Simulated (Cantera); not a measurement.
A perfectly stirred reactor is fed with 4.56 % CH₄, 2.46 % H₂, 19.5 % O₂, 73.4 % N₂, at 0.430 bar; it is adiabatic with a 448 K inlet, and is followed from long to short residence time, starting on the burning branch (τ in s: 0.11, 0.045, 0.019, 0.0077, 0.0032, 0.0013, 0.00055, 0.00023, 9.6e-05, 4e-05, 1.6e-05, 6.8e-06).

Computed with Cantera and GRI-Mech 3.0 (53 species, 325 reactions).

x: mole fraction; the columns are a selection and need not sum to one.

```csv
τ (s),T (K),x CH₄,x H₂,x O₂,x HO₂,x CH₂O,x OH,x CH₂CO
0.11,1665,1.36e-5,0.000213,0.0926,…,1.40e-6,0.00150,6.37e-10
0.045,1657,2.36e-5,0.000378,0.0926,…,2.56e-6,0.00195,1.27e-9
0.019,1644,4.06e-5,0.000644,0.0927,…,4.52e-6,0.00248,2.42e-9
0.0077,1621,7.31e-5,0.00109,0.0930,…,8.13e-6,0.00307,4.86e-9
0.0032,1587,0.000136,0.00176,0.0937,…,1.45e-5,0.00360,1.04e-8
0.0013,1534,0.000285,0.00275,0.0955,…,2.77e-5,0.00389,2.68e-8
0.00055,1457,0.000714,0.00424,0.0998,…,5.88e-5,0.00367,9.55e-8
0.00023,448,0.0456,0.0246,0.195,<1e-12,<1e-12,<1e-12,<1e-12
9.6e-5,448,0.0456,0.0246,0.195,<1e-12,<1e-12,<1e-12,<1e-12
4.0e-5,448,0.0456,0.0246,0.195,<1e-12,<1e-12,<1e-12,<1e-12
1.6e-5,448,0.0456,0.0246,0.195,<1e-12,<1e-12,<1e-12,<1e-12
6.8e-6,448,0.0456,0.0246,0.195,<1e-12,<1e-12,<1e-12,<1e-12
```

Question: What belongs in the gaps?

Answer: 
- 0.11, x HO₂: 2.16e-6
- 0.045, x HO₂: 3.58e-6
- 0.019, x HO₂: 5.69e-6
- 0.0077, x HO₂: 8.90e-6
- 0.0032, x HO₂: 1.32e-5
- 0.0013, x HO₂: 1.94e-5
- 0.00055, x HO₂: 2.97e-5
